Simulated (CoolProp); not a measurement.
A single-stage vapour-compression cycle with R236FA: evaporating at 246.15 K (dew point), condensing at 316.15 K (bubble point), superheat 8 K, subcooling 8 K, compressor efficiency 0.85, no pressure losses. Each further row changes one setting.

Computed with CoolProp (reference Helmholtz-energy equation of state, Pan 2012).

| case | cooling COP | pressure ratio | discharge temperature (K) | refrigerating effect (kJ/kg) | volumetric capacity (kJ/m³) |
|---|---|---|---|---|---|
| as stated | 2.19 | 15.6 | 321.8 | 103 | 231 |
| evaporating temperature 251.15 K | 2.49 | 12.1 | 321.1 | ___ | 304 |
| condensing temperature 311.15 K | ___ | ___ | ___ | 109 | 245 |
| subcooling 13 K | ___ | 15.6 | 321.8 | 109 | 245 |
| superheat 18 K | 2.26 | 15.6 | 332.1 | 111 | 238 |
| compressor efficiency 0.75 | 1.94 | 15.6 | ___ | 103 | 231 |

Problem. What belongs in the gaps?

Solution. 
- evaporating temperature 251.15 K, refrigerating effect (kJ/kg): 107
- condensing temperature 311.15 K, cooling COP: 2.46
- condensing temperature 311.15 K, pressure ratio: 13.4
- condensing temperature 311.15 K, discharge temperature (K): 317.6
- subcooling 13 K, cooling COP: 2.33
- compressor efficiency 0.75, discharge temperature (K): 328.4
